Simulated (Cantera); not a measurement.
Input (Python, Cantera) and output of one run.

```python
import numpy as np
import cantera as ct

gas_names = """
    CL CL2 H HCL H2 Si SiCL SiCL2 SiCL3 SiCL4 SiH SiHCL3 SiH2 SiH2CL2 SiH3 SiH3CL SiH4 Si2 Si3
""".split()
cond_names = """
    Si(cr) Si(L)
""".split()


# ... load() reads the species with a 1 bar reference pressure and builds the phases ...
atoms = {
    'SiCl4': {'Si': 1, 'CL': 4},
    'Cl2': {'CL': 2},
    'H2': {'H': 2},
}
top_T = {}  # K; cautious upper limits of use, not melting points


# ... equilibrate(T, P, feed) seeds the gas with the atoms and calls Mixture.equilibrate('TP', solver="vcs", rtol=1e-11, max_steps=5000) ...
results = []
feed = {'SiCl4': 1, 'Cl2': 1.2, 'H2': 0.61}  # mol
T = 1073.15  # K
P = 200000  # Pa
mix = equilibrate(T, P, feed)
results.append((T, P, feed, dict(zip(mix.species_names, mix.species_moles))))
x = sorted(zip(gas.X, gas.species_names), reverse=True)
print(f"T = {T:g} K  P = {P:g} Pa  gas = {mix.phase_moles(0):.4g} mol")
print("   x: " + "  ".join(f"{s} {v:.3e}" for v, s in x if v > 0.001))
print("   condensed (mol): " + ("  ".join(f"{mix.phase(i).name} {mix.phase_moles(i):.4g}"
      for i in range(1, mix.n_phases) if mix.phase_moles(i) > 1e-12) or "none"))
```

Output:

```
T = 1073.15 K  P = 200000 Pa  gas = 2.81 mol
   x: HCL 4.341e-01  SiCL4 3.558e-01  CL2 2.098e-01
   condensed (mol): none
```

Equilibrium computed with Cantera from the NASA thermochemical tables; the gas is ideal and each condensed phase is pure.
